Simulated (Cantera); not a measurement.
Charge: 1 mol C2H4, 0.77 mol O2, 15 mol H2, equilibrated at 2325 K and 1 atm.

Cantera equilibrium calculation (NASA polynomials, part measured and part estimated; ideal gas, pure solids and liquids). Candidate condensed phases: C, C6H6, C7H8, C8H18, H2O; 110 gas species. Rates play no part.

Base state: H2 0.902, CO 0.0826, H 0.0104, C2H2 (acetylene) 0.00441, CH4 0.000168, CH3 3.62e-5 (mole fractions); condensed: C(graphite).

Q: What changes in the equilibrium state with this change: C2H4 replaced by CO?

A: 
| species | before | after |
|---|---|---|
| H2 | 0.902 | 0.833 |
| H2O | 2.94e-6 | 0.0944 |
| CO | 0.0826 | 0.0610 |
| H | 0.0104 | 0.00998 |
| C2H2 (acetylene) | 0.00441 | <1e-9 |
| CH4 | 0.000168 | 3.04e-9 |
| CH3 | 3.62e-5 | <1e-9 |
| OH | 5.63e-9 | 0.000188 |
| C(graphite), mol | 0.291 | 0 |

Q: What changes in the equilibrium state with this change: temperature from 2325 K to 2125 K?

A: 
| species | before | after |
|---|---|---|
| H2 | 0.902 | 0.912 |
| CO | 0.0826 | 0.0829 |
| H | 0.0104 | 0.00344 |
| C2H2 (acetylene) | 0.00441 | 0.00153 |
| CH3 | 3.62e-5 | 1.92e-5 |
| CH4 | 0.000168 | 0.000262 |
| C(graphite), mol | 0.291 | 0.398 |
